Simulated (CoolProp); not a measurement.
Properties of R410A along the isobar 26.3 bar (Tc = 344.5 K, pc = 49.01 bar, ω = 0.296).

Values from CoolProp's reference Helmholtz-energy equation of state, Lemmon 2003. It is a pseudo-pure fit of the blend.

```csv
T (K),phase,cp (kJ/(kg K)),speed of sound (m/s),conductivity (mW/(m K)),fugacity coefficient
291.9,liquid,1.613,482.8,93.4,0.4438
301.5,liquid,1.711,425.8,86.9,0.5490
339.8,gas,1.309,175.1,19.5,0.7980
349.3,gas,1.233,182.0,20.0,0.8174
358.9,gas,1.185,188.2,20.5,0.8345
368.5,gas,1.154,193.7,21.1,0.8496
378.1,gas,1.133,198.8,21.7,0.8630
387.6,gas,1.121,203.5,22.3,0.8748
397.2,gas,1.113,207.9,22.9,0.8855
406.8,gas,1.109,212.1,23.5,0.8951
416.4,gas,1.108,216.1,24.2,0.9037
426,gas,1.109,219.9,24.8,0.9116
435.5,gas,1.111,223.5,25.4,0.9186
```

Thermal conductivity comes from a separate model (Geller 2001).
